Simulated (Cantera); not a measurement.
**Boron, boron nitride and boron oxide: B2H6 + H2O + N2**

A closed system holds: 1 mol B2H6, 12 mol H2O, 0.56 mol N2, equilibrated at 1000 Pa.

Cantera equilibrium calculation (NASA polynomials, part measured and part estimated; ideal gas, pure solids and liquids). Candidate condensed phases: B, BN, B2O3, B3O3H3, H2O; 39 gas species. The feed counts by its element totals alone. Gases not in the tables: H3BO3. Kinetics and transport are ignored.

From 1050 K to 1450 K the condensed part is B2O3(l). From 1550 K to 2050 K nothing is condensed.

| T (K) | x H2O | x H2 | x HBO2 | x N2 | x H | n B2O3(l) |
|---|---|---|---|---|---|---|
| 1050 | 0.577 | 0.386 | 0.000539 | 0.0360 | 5.04e-8 | 0.973 |
| 1150 | 0.575 | 0.385 | 0.00299 | 0.0359 | 4.63e-7 | 0.962 |
| 1250 | 0.568 | 0.383 | 0.0124 | 0.0358 | 2.99e-6 | 0.893 |
| 1350 | 0.546 | 0.378 | 0.0405 | 0.0353 | 1.46e-5 | 0.670 |
| 1450 | 0.493 | 0.365 | 0.108 | 0.0340 | 5.71e-5 | 0.0978 |
| 1550 | 0.484 | 0.362 | 0.118 | 0.0338 | 0.000190 | 0 |
| 1650 | 0.485 | 0.362 | 0.118 | 0.0338 | 0.000546 | 0 |
| 1750 | 0.485 | 0.361 | 0.117 | 0.0338 | 0.00140 | 0 |
| 1850 | 0.484 | 0.360 | 0.116 | 0.0338 | 0.00323 | 0 |
| 1950 | 0.483 | 0.358 | 0.114 | 0.0337 | 0.00685 | 0 |
| 2050 | 0.481 | 0.353 | 0.112 | 0.0335 | 0.0135 | 0 |
x: gas mole fraction; n: condensed amount in mol.
